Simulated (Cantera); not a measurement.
A perfectly stirred reactor is fed with CH4 : H2O : H2 = 1 : 0.33 : 0.16 (molar parts), at 9.87 atm; it is held at 1375 K, and followed from long to short residence time.

Model: GRI-Mech 3.0 (53 species, 325 reactions), integrated in Cantera. GRI-Mech 3.0 stops at C3 and has no aromatics, soot or wall deposition, so with more carbon than oxygen in the feed, carbon stays in small species such as C2H2 where larger ones or solid carbon would form.

Question: Predict: x(CH4) at τ = 1.10 s; x(H2O) at τ = 1.10 s; x(H2) at τ = 1.10 s; x(CO2) at τ = 1.10 s; x(CH4) at τ = 48.0 ms; x(H2O) at τ = 48.0 ms; x(H2) at τ = 48.0 ms; x(CO2) at τ = 48.0 ms.

Answer: 
- x(CH4) at τ = 1.10 s: 0.546
- x(H2O) at τ = 1.10 s: 0.208
- x(H2) at τ = 1.10 s: 0.202
- x(CO2) at τ = 1.10 s: 0.000118
- x(CH4) at τ = 48.0 ms: 0.659
- x(H2O) at τ = 48.0 ms: 0.220
- x(H2) at τ = 48.0 ms: 0.116
- x(CO2) at τ = 48.0 ms: 5.80e-8
